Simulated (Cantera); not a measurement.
An isothermal, constant-pressure homogeneous reactor starts with NH3 : N2 = 1 : 0.65 (molar parts), at 2100 K and 100.0 Torr. Integrator tolerance rtol = 1e-08.

Model: the gas-phase N/H chemistry of the illustrative SiF4/NH3 mechanism in the Surface Chemkin manual (1991), integrated in Cantera. Walls and surfaces, which speed up NH3 decomposition in real reactors, are not modelled.

Question: What does this change do: temperature 2100 to 1825 K?

Answer: 
```tsv
quantity	before	after
x(NH3) at 4.00 s	4.18e-6 (gas-phase equilibrium 6.31e-7)	0.0654 (gas-phase equilibrium 1.03e-6)
x(N) at 4.00 s	4.24e-8 (gas-phase equilibrium 6.40e-9)	1.96e-7 (gas-phase equilibrium 1.02e-10)
x(N2H4) at 4.00 s	<1e-12 (gas-phase equilibrium <1e-12)	2.40e-9 (gas-phase equilibrium <1e-12)
x(NH) at 4.00 s	4.75e-8 (gas-phase equilibrium 7.17e-9)	2.06e-6 (gas-phase equilibrium 3.31e-10)
x(H2) at 4.00 s	0.561 (gas-phase equilibrium 0.561)	0.505 (gas-phase equilibrium 0.565)
x(N2H2) at 4.00 s	<1e-12 (gas-phase equilibrium <1e-12)	1.23e-7 (gas-phase equilibrium <1e-12)
```
